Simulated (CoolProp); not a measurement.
A single-stage vapour-compression cycle with R1224YDZ: evaporating at 315.15 K (dew point), condensing at 375.15 K (bubble point), superheat 2 K, subcooling 2 K, compressor efficiency 0.6, no pressure losses. Each further row changes one setting.

The numbers come from the reference Helmholtz-energy equation of state, Akasaka 2023 in CoolProp.

```
case                              cooling COP  pressure ratio  discharge temperature (K)  refrigerating effect (kJ/kg)  volumetric capacity (kJ/m³)
--------------------------------  -----------  --------------  -------------------------  ----------------------------  ---------------------------
as stated                                2.08            4.66                      379.9                          83.8                         1340
evaporating temperature 320.15 K         2.40            4.00                      379.3                          87.1                         1620
condensing temperature 370.15 K          2.41            4.18                      375.1                          90.6                         1450
subcooling 7 K                           2.25            4.66                      379.9                          90.6                         1450
superheat 12 K                           2.17            4.66                      390.0                          92.5                         1420
compressor efficiency 0.5                1.73            4.66                      387.1                          83.8                         1340
```
